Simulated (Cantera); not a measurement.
**Thermodynamics of abatement and gas-phase synthesis, feed HCl + H₂**

Feed: 1 mol HCl, 0.042 mol H₂, equilibrated at 1.20 Torr.

Cantera equilibrium calculation (NASA polynomials, part measured and part estimated; ideal gas, pure solids and liquids). Rates play no part.

```csv
T (°C),x H,x Cl,x HCl,x H₂,x Cl₂
2402,0.348,0.445,0.134,0.0728,1.21e-5
2452,0.382,0.455,0.103,0.0600,1.02e-5
2502,0.411,0.462,0.0784,0.0482,8.60e-6
2552,0.435,0.467,0.0593,0.0381,7.22e-6
2602,0.455,0.471,0.0446,0.0296,6.06e-6
2652,0.470,0.473,0.0335,0.0228,5.10e-6
2702,0.482,0.475,0.0252,0.0174,4.30e-6
2752,0.491,0.476,0.0190,0.0133,3.64e-6
```
x: gas mole fraction; nothing condenses.

From 2402 °C to 2752 °C nothing is condensed.
